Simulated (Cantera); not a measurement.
An adiabatic, constant-pressure homogeneous reactor starts with H2 : O2 : N2 : H2O = 1 : 0.357 : 2.43 : 0.35 (molar parts), at 1175 K and 6.32 atm.

Model: the H2/O2 subset of GRI-Mech 3.0, which has no nitrogen chemistry, integrated in Cantera. The hydrogen kinetics of GRI-Mech 3.0 are dated; newer H2 mechanisms differ, most at raised pressure.

Task: Predict: time of steepest temperature rise; temperature at 0.300 s; equilibrium temperature; x(H2) at 0.300 s; x(O2) at 0.300 s; x(H2O) at 0.300 s; x(H2O2) at 0.300 s; x(O) at 0.300 s.

Result: 
```
Quantity                                                             Value
---------------------------------  ---------------------------------------
time of steepest temperature rise                                 0.314 ms
temperature at 0.300 s                                              2359 K
equilibrium temperature                                             2359 K
x(H2) at 0.300 s                     0.0754 (gas-phase equilibrium 0.0754)
x(O2) at 0.300 s                   1.82e-5 (gas-phase equilibrium 1.82e-5)
x(H2O) at 0.300 s                      0.280 (gas-phase equilibrium 0.280)
x(H2O2) at 0.300 s                 1.55e-8 (gas-phase equilibrium 1.55e-8)
x(O) at 0.300 s                    1.18e-5 (gas-phase equilibrium 1.18e-5)
```
